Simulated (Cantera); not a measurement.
Thermodynamics of metals in furnace atmospheres, feed Ti + O₂ + H₂

A closed system holds: 1 mol Ti, 0.0011 mol O₂, 4.5 mol H₂, at 1873 K and 1.00 bar.

These are equilibrium values from Cantera (NASA tables, ideal gas, pure condensed phases), not measurements of a reactor. Candidate condensed phases: H₂O, Ti, TiO, TiO₂, Ti₂O₃, Ti₃O₅, Ti₄O₇; 12 gas species. Mutual solubility and eutectic melting of coexisting phases are not modelled. TiO: taken at fixed stoichiometry. Condensed phases not in the tables: N, O or C dissolved in the metal. Kinetics and transport are ignored.

- x(H₂) = 0.999
- x(H) = 0.000645
- x(Ti) = 1.60e-6
- n(Ti(β)) = 0.998 mol
- n(TiO(s)) = 0.00220 mol
- gas amount = 4.501 mol
- log10 activity of Ti₂O₃(s) (absent) = -2.48
- log10 activity of Ti₃O₅(s) (absent) = -5.54
- log10 activity of Ti₄O₇(s) (absent) = -9.10
